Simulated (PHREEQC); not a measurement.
**Metal-bearing waste water: an equilibrium model**

Consider water at 25 °C with 0.0027 mol ZnSO4, 0.00032 mol CuCl2, 7.6e-05 mol NaF and 0.01 mol Na2SO4 per kg of water. Closed to the air; pH follows from the charge balance.

The numbers come from PHREEQC with the ion-association model, wateq4f.dat.

No solid was allowed to form.

Problem. What pH, ionic strength does the model give?

Solution. pH 5.75; ionic strength 0.0357 mol/kgw.

Problem. In which forms is Cu present?

Solution. Cu+2 63 %, CuSO4 36 % of the Cu.

Saturation is exceeded, for instance for Brochantite, Antlerite; the values hold only as long as no solid forms.
